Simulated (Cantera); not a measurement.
Input: 1 mol SiH4, 0.15 mol H2O, 0.089 mol O2, held at 1125 °C and 0.0975 Torr.

Equilibrium computed with Cantera from the NASA thermochemical tables; the gas is ideal and each condensed phase is pure. Candidate condensed phases: H2O, Si, SiO2; 18 gas species. Kinetics and transport are ignored.

Base state: H2 0.867, SiO 0.132, H 0.000387 (mole fractions); condensed: Si(s).

What changes in the equilibrium state with this change: 0.57 mol HCl added?


| species | before | after |
|---|---|---|
| H2 | 0.867 | 0.747 |
| SiO | 0.132 | 0.108 |
| HCl | 0 | 0.103 |
| SiCl2 | 0 | 0.0416 |
| SiCl3 | 0 | 0.000285 |
| Cl | 0 | 4.07e-5 |
| Si(s), mol | 0.672 | 0.544 |
The tables' values for SiCl3, SiCl are old estimates; treat these amounts as uncertain.
